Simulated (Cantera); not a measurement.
A Cantera script and its output.

```python
import numpy as np
import cantera as ct

surf = ct.Interface("ptcombust.yaml", "Pt_surf")
gas = surf.adjacent["gas"]
gas.TPX = 800, 220000, {'H2': 0.013, 'O2': 0.02, 'N2': 0.79, 'H2O': 0.067}
surf.TP = 800, 220000
reactor = ct.FlowReactor(gas, clone=False)
reactor.area = 0.0001  # m2
reactor.surface_area_to_volume_ratio = 3000  # 1/m
reactor.mass_flow_rate = 2.5 * reactor.area * gas.density  # inlet velocity 2.5 m/s
reactor.energy_enabled = False
wall = ct.ReactorSurface(surf, reactor, clone=False)
net = ct.ReactorNet([reactor])
net.rtol, net.atol = 1e-8, 1e-16
show, cover = ['H2', 'O2', 'H2O'], ['PT(S)', 'H(S)', 'O(S)', 'OH(S)', 'CO(S)', 'C(S)']

rows = []
print(f"{'z/m':>9s}{'u/(m/s)':>9s}" + "".join(f"{s:>13s}" for s in show + cover))
for z in [4.3e-05, 8.3e-05, 0.00016, 0.00031, 0.00059, 0.0011, 0.0022, 0.0043]:
    net.advance(z)
    rows.append([reactor.speed, *gas[show].X, *surf[cover].coverages])
    print(f"{z:9.4g}{rows[-1][0]:9.3g}" + "".join(f"{x:13.4e}" for x in rows[-1][1:]))
```

Result:

```
      z/m  u/(m/s)           H2           O2          H2O        PT(S)         H(S)         O(S)        OH(S)        CO(S)         C(S)
  4.3e-05     2.49   4.1698e-03   1.7333e-02   8.6190e-02   4.6410e-01   1.7641e-06   5.1250e-01   2.3014e-02  -2.1269e-25  -1.5201e-26
  8.3e-05     2.48   2.3314e-03   1.6428e-02   8.8112e-02   2.7447e-01   6.6087e-07   7.0449e-01   2.0810e-02   4.6663e-26  -1.2856e-29
  0.00016     2.48   1.2274e-03   1.5884e-02   8.9266e-02   1.5453e-01   2.5246e-07   8.2836e-01   1.6982e-02  -3.6119e-26  -9.1763e-30
  0.00031     2.48   5.9709e-04   1.5574e-02   8.9925e-02   9.3215e-02   1.1223e-07   8.9298e-01   1.3722e-02   5.5843e-27   1.0231e-29
  0.00059     2.48   2.4510e-04   1.5401e-02   9.0293e-02   6.7428e-02   6.7157e-08   9.2065e-01   1.1864e-02   6.5407e-28   1.7716e-30
   0.0011     2.48   6.7765e-05   1.5313e-02   9.0478e-02   5.7458e-02   5.2089e-08   9.3147e-01   1.1022e-02  -2.5560e-26  -7.9748e-31
   0.0022     2.48   5.5047e-06   1.5283e-02   9.0543e-02   5.4413e-02   4.7764e-08   9.3479e-01   1.0747e-02  -7.6445e-26   6.4032e-31
   0.0043     2.48   5.0280e-08   1.5280e-02   9.0549e-02   5.4157e-02   4.7406e-08   9.3507e-01   1.0724e-02   9.6580e-27   4.4336e-31
```

Detailed kinetics in Cantera: Deutschmann's 1995 Pt surface mechanism with GRI-Mech 3.0 gas chemistry. Catalytic surfaces can have several steady states; this one follows from the mechanism file's or the stated starting coverage. Mass transfer to the wall is taken as infinitely fast.
